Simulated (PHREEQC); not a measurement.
# Brine: an equilibrium model

A solution holds 0.8 mol/kgw MgSO4 and 0.0097 mol/kgw H3BO3, at 20 °C. Closed to the air; pH follows from the charge balance.

Equilibrium calculation in PHREEQC: Pitzer model, pitzer.dat.

No solid was allowed to form.

### Question
Predict the pH, activity of water, osmotic coefficient.

### Answer
pH 5.44; activity of water 0.985; osmotic coefficient 0.524.

Complexes and solids missing from the database can't appear. In brines, pH and single-ion activities rest on the MacInnes convention.
